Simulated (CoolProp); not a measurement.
The fluid at 234.4 K and 17.8 MPa is throttled through a valve to 2.04 MPa with no heat exchange. The same conditions are run with several fluids, on thermodynamics alone (safety and materials aside).

The numbers come from the reference Helmholtz-energy equation of state of each fluid (fluorine: de Reuck 1990; normal hydrogen: Leachman 2009; CF4 (R14): Platzer 1990; carbon monoxide: Lemmon 2006; nitrogen: Span 2000) in CoolProp. The equations of Platzer and Polt are older, rougher fits.

Task: Rank fluorine, normal hydrogen, CF4 (R14), carbon monoxide, nitrogen by temperature change (K), highest first.

Result: normal hydrogen (+3.9), CF4 (R14) (-26.5), nitrogen (-40.3), fluorine (-44.9), carbon monoxide (-46.0)

```
fluid                                 final phase  final density (kg/m³)
---------------  --------------------------------  ---------------------
fluorine                                      gas                   52.1
normal hydrogen                     supercritical                   2.05
CF4 (R14)        two-phase, vapour fraction 0.314                    383
carbon monoxide                               gas                   39.0
nitrogen                                      gas                   37.2
```
